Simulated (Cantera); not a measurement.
A freely propagating, adiabatic, planar premixed flame of H2 : O2 : N2 : H2O = 1 : 0.357 : 1.34 : 0.047 (molar parts), equivalence ratio 1.4, unburnt at 600 K and 2.50 bar; mixture-averaged transport, grid criteria slope 0.08 and curve 0.16, no radiation.

Computed with Cantera and the H2/O2 subset of GRI-Mech 3.0, which has no nitrogen chemistry. The hydrogen kinetics of GRI-Mech 3.0 are dated; newer H2 mechanisms differ, most at raised pressure. Burning velocities carry a grid error of a few per cent, more on coarse grids.

x: mole fraction of selected species; z is measured from the peak of heat release.

```tsv
z (mm)	T (K)	u (m/s)	x H2	x O2	x HO2	x H	x H2O2	x H2O
-0.408	600	8.94	0.364	0.130	<1e-8	<1e-8	<1e-8	0.0171
-0.272	600	8.94	0.364	0.130	<1e-8	<1e-8	<1e-8	0.0171
-0.204	600	8.94	0.364	0.130	<1e-8	<1e-8	<1e-8	0.0171
-0.136	600	8.94	0.364	0.130	___	<1e-8	<1e-8	0.0171
-0.0681	621	9.19	0.359	0.131	___	0.000104	5.17e-6	0.0180
-0.0340	862	12.4	0.324	0.125	___	0.00540	3.41e-5	0.0392
0	1315	18.3	0.229	0.0880	___	0.0339	9.64e-6	0.121
0.0340	1638	22.5	0.140	0.0346	___	0.0612	3.31e-6	0.220
0.0681	1795	24.5	0.111	0.0137	___	0.0650	2.00e-6	0.259
0.136	1948	26.3	0.106	0.00629	___	0.0554	1.12e-6	0.276
0.272	2096	28.0	0.109	0.00402	___	0.0415	6.22e-7	0.285
0.545	2229	29.5	0.112	0.00234	___	0.0290	3.65e-7	0.295
1.09	2334	30.7	0.113	0.00117	___	0.0192	2.21e-7	0.303
```

Q: Some entries are withheld; supply them.

A: 
- -0.136, x HO2: 5.80e-7
- -0.0681, x HO2: 0.000344
- -0.0340, x HO2: 0.000444
- 0, x HO2: 0.000186
- 0.0340, x HO2: 6.63e-5
- 0.0681, x HO2: 2.47e-5
- 0.136, x HO2: 1.06e-5
- 0.272, x HO2: 6.23e-6
- 0.545, x HO2: 3.45e-6
- 1.09, x HO2: 1.69e-6
